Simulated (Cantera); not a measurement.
# Si + NF3 + H2 (silicon etching in halogen gases)

Input: 1 mol Si, 4.2 mol NF3, 0.73 mol H2, at 550 °C and 0.00750 Torr.

Equilibrium computed with Cantera from the NASA thermochemical tables; the gas is ideal and each condensed phase is pure. Candidate condensed phases: Si, Si3N4; 37 gas species. The numbers say what is thermodynamically allowed, not how fast it happens.

```json
{
  "x(F)": "0.577",
  "x(N2)": "0.184",
  "x(HF)": "0.128",
  "x(SiF4)": "0.0875",
  "x(F2)": "0.0242",
  "gas_amount": "11.42 mol",
  "log10 activity of Si(s) (absent)": "-87.84"
}
```
